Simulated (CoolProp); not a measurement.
A simple Rankine cycle with water: condensing at 322.15 K, boiler at 3.66 MPa, turbine inlet 523.3 K, turbine efficiency 0.65, pump efficiency 0.7, no recuperator. Each further row changes one setting.

The numbers come from the reference Helmholtz-energy equation of state, Wagner 2002 in CoolProp.

| case | thermal efficiency (%) | net work (kJ/kg) | heat in (kJ/kg) | turbine exit temperature (K) | volume ratio over the turbine |
|---|---|---|---|---|---|
| as stated | 21.2 | 553 | 2610 | 322.2 | 195 |
| turbine inlet 543.3 K | 21.3 | 571 | 2680 | 322.2 | 186 |
| condensing temperature 314.15 K | 22.0 | 582 | 2640 | 314.1 | 286 |
| boiler pressure 2.56 MPa | 20.2 | 539 | 2670 | 322.2 | 133 |
| turbine efficiency 0.55 | 17.9 | 468 | 2610 | 322.2 | 204 |

The expansion ends wet for: as stated; turbine inlet 543.3 K; condensing temperature 314.15 K; boiler pressure 2.56 MPa; turbine efficiency 0.55.
